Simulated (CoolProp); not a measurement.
Saturation properties of oxygen (Tc = 154.6 K, pc = 5.046 MPa, ω = 0.022).

Computed with CoolProp (reference Helmholtz-energy equation of state, Schmidt 1985).

```csv
T (K),p (MPa),vapour Z,surface tension (mN/m)
87.2,0.07329,0.9747,13.9
90.1,0.1004,___,13.2
93.1,___,0.9603,12.4
96.1,0.1805,0.9513,___
99,___,0.9414,11.0
102,0.2994,0.9300,10.3
105,0.3785,0.9173,9.54
107.9,0.4688,___,8.86
110.9,0.5779,0.8887,8.17
113.8,0.7000,0.8727,7.51
116.8,0.8449,0.8548,6.84
119.8,___,0.8354,6.18
```

### Question
Fill in the missing entries.

### Answer

- 90.1, vapour Z: 0.9682
- 93.1, p (MPa): 0.1360
- 96.1, surface tension (mN/m): 11.7
- 99, p (MPa): 0.2333
- 107.9, vapour Z: 0.9039
- 119.8, p (MPa): 1.010

It boils at 90.2 K under 1 atm.

Surface tension comes from a separate correlation (Mulero 2012).
